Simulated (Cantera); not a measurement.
Charge: 1 mol Si2Cl6, 3.3 mol NH3, 1.2 mol N2, at 16.0 mbar.

These are equilibrium values from Cantera (NASA tables, ideal gas, pure condensed phases), not measurements of a reactor. Candidate condensed phases: NH4Cl, Si, Si3N4; 28 gas species. The feed counts by its element totals alone. Gases not in the tables: Si2H6 and higher silanes. Rates play no part.

**Question.** What share of the Si ends up in condensed phases as a function of T (°C), at 650, 850, 1050, 1250, 1450, 1650, 1850?

**Answer.** 
```tsv
T (°C)	Si condensed (%)	as
650	70.5	Si3N4(s)
850	75.3	Si3N4(s)
1050	74.6	Si3N4(s)
1250	43.6	Si3N4(s)
1450	0.0	-
1650	0.0	-
1850	0.0	-
```
